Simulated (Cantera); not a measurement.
A closed system holds: 1 mol Si(CH3)4, 0.029 mol HCl, 1400 mol H2, equilibrated at 1.00 bar.

Cantera equilibrium calculation (NASA polynomials, part measured and part estimated; ideal gas, pure solids and liquids). Candidate condensed phases: C, C6H6, C7H8, C8H18, Si, SiC; 109 gas species. Gases not in the tables: Si2H6 and higher silanes. Equilibrium is a limit: real reactors are often held back by kinetics, nucleation or transport.

### Question
Which condensed phases are stable at each of these points (T (K)): 1448, 1548, 1648, 1748, 1848, 1948, 2048, 2148, 2248, 2348?

### Answer
| T (K) | condensed phases | Si condensed (%) |
|---|---|---|
| 1448 | SiC(s) | 100.0 |
| 1548 | C(graphite) + SiC(s) | 100.0 |
| 1648 | C(graphite) + SiC(s) | 100.0 |
| 1748 | C(graphite) + SiC(s) | 99.9 |
| 1848 | C(graphite) + SiC(s) | 99.8 |
| 1948 | C(graphite) + SiC(s) | 99.2 |
| 2048 | SiC(s) | 97.3 |
| 2148 | SiC(s) | 89.4 |
| 2248 | SiC(s) | 61.1 |
| 2348 | gas only | 0.0 |

At 1448 K the condensed part is SiC(s). From 1548 K to 1948 K the condensed part is C(graphite) + SiC(s). From 2048 K to 2248 K the condensed part is SiC(s). At 2348 K nothing is condensed.
